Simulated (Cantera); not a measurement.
A Cantera script and what it prints.

```python
import numpy as np
import cantera as ct

gas_names = """
    H HNO HNO2 HNO3 HO2 H2 H2O H2O2 N NH NH2 NH3 NH2OH NO NO2 NO3 N2 N2H2 N2H4 N2O O OH O2 O3 Si SiH
    SiH2 SiH3 SiH4 SiN SiO SiO2 Si2 Si2N Si3
""".split()
cond_names = """
    H2O(s) H2O(L) Si(cr) Si(L) SiO2(Lqz) SiO2(hqz) SiO2(L) Si2N2O(s) Si3N4(a)
""".split()


def load(file, names, dense=False):
    # The tables refer to 1 bar. Condensed volumes are neglected.
    table = {s.name: s for s in ct.Species.list_from_file(file)}
    out = []
    for n in names:
        d = dict(table[n].input_data)
        d["thermo"] = dict(d["thermo"], **{"reference-pressure": 1e5})
        if dense:
            d["equation-of-state"] = {"model": "constant-volume", "density": "1e6 g/cm^3"}
        out.append(ct.Species.from_dict(d))
    return out


gas = ct.Solution(thermo="ideal-gas", species=load("nasa_gas.yaml", gas_names))
cond = {s.name: ct.Solution(thermo="fixed-stoichiometry", species=[s], name=s.name)
        for s in load("nasa_condensed.yaml", cond_names, dense=True)}
atoms = {
    'Si3N4': {'Si': 3, 'N': 4},
    'H2O': {'H': 2, 'O': 1},
    'H2': {'H': 2},
    'O2': {'O': 2},
}
top_T = {'Si2N2O(s)': 2100, 'Si3N4(a)': 2400}  # K; cautious upper limits of use, not melting points


def equilibrate(T, P, feed):
    n = {}
    for name, mol in feed.items():
        for a, k in atoms[name].items():
            n[a] = n.get(a, 0.0) + k * mol
    gas.TPX = T, P, n
    mass = sum(n.values()) * gas.mean_molecular_weight
    gas.equilibrate("TP")
    valid = [c for c in cond.values() if c.min_temp <= T <= top_T.get(c.name, c.max_temp)]
    mix = ct.Mixture([(gas, mass / gas.mean_molecular_weight)] + [(c, 0.0) for c in valid])
    mix.T, mix.P = T, P
    mix.equilibrate("TP", solver="vcs", rtol=1e-11, max_steps=5000)
    return mix


results = []
feed = {'Si3N4': 1, 'H2O': 0.0019, 'H2': 2.3, 'O2': 0.083}  # mol
P = 1400  # Pa
for T in [1573, 1623, 1673, 1723, 1773, 1823, 1873, 1923, 1973]:
    mix = equilibrate(T, P, feed)
    results.append((T, P, feed, dict(zip(mix.species_names, mix.species_moles))))
    x = sorted(zip(gas.X, gas.species_names), reverse=True)
    print(f"T = {T:g} K  P = {P:g} Pa  gas = {mix.phase_moles(0):.4g} mol")
    print("   x: " + "  ".join(f"{s} {v:.3e}" for v, s in x if v > 0.001))
    print("   condensed (mol): " + ("  ".join(f"{mix.phase(i).name} {mix.phase_moles(i):.4g}"
          for i in range(1, mix.n_phases) if mix.phase_moles(i) > 1e-12) or "none"))
```

Output:

```
T = 1573 K  P = 1400 Pa  gas = 2.359 mol
   x: H2 9.756e-01  N2 2.382e-02
   condensed (mol): Si2N2O(s) 0.1672  Si3N4(a) 0.8883
T = 1623 K  P = 1400 Pa  gas = 2.38 mol
   x: H2 9.669e-01  N2 3.158e-02
   condensed (mol): Si(cr) 0.02758  Si2N2O(s) 0.1656  Si3N4(a) 0.8796
T = 1673 K  P = 1400 Pa  gas = 2.487 mol
   x: H2 9.253e-01  N2 7.109e-02  SiO 2.653e-03
   condensed (mol): Si(cr) 0.1778  Si2N2O(s) 0.1613  Si3N4(a) 0.831
T = 1723 K  P = 1400 Pa  gas = 2.795 mol
   x: H2 8.230e-01  N2 1.690e-01  SiO 6.577e-03  H 1.398e-03
   condensed (mol): Si(L) 0.6149  Si2N2O(s) 0.1495  Si3N4(a) 0.6891
T = 1773 K  P = 1400 Pa  gas = 3.957 mol
   x: H2 5.807e-01  N2 4.020e-01  SiO 1.520e-02  H 1.832e-03
   condensed (mol): Si(L) 2.272  Si2N2O(s) 0.1077  Si3N4(a) 0.1506
T = 1823 K  P = 1400 Pa  gas = 4.477 mol
   x: H2 5.128e-01  N2 4.467e-01  SiO 3.750e-02  H 2.622e-03
   condensed (mol): Si(L) 2.83
T = 1873 K  P = 1400 Pa  gas = 4.482 mol
   x: H2 5.116e-01  N2 4.462e-01  SiO 3.746e-02  H 3.902e-03
   condensed (mol): Si(L) 2.829
T = 1923 K  P = 1400 Pa  gas = 4.488 mol
   x: H2 5.099e-01  N2 4.456e-01  SiO 3.741e-02  H 5.685e-03  Si 1.212e-03
   condensed (mol): Si(L) 2.825
T = 1973 K  P = 1400 Pa  gas = 4.499 mol
   x: H2 5.075e-01  N2 4.445e-01  SiO 3.732e-02  H 8.124e-03  Si 2.254e-03
   condensed (mol): Si(L) 2.82
```

Equilibrium computed with Cantera from the NASA thermochemical tables; the gas is ideal and each condensed phase is pure. Mutual solubility and eutectic melting of coexisting phases are not modelled. The tables' values for SiN are old estimates; treat these amounts as uncertain. Gases not in the tables: Si2H6 and higher silanes.
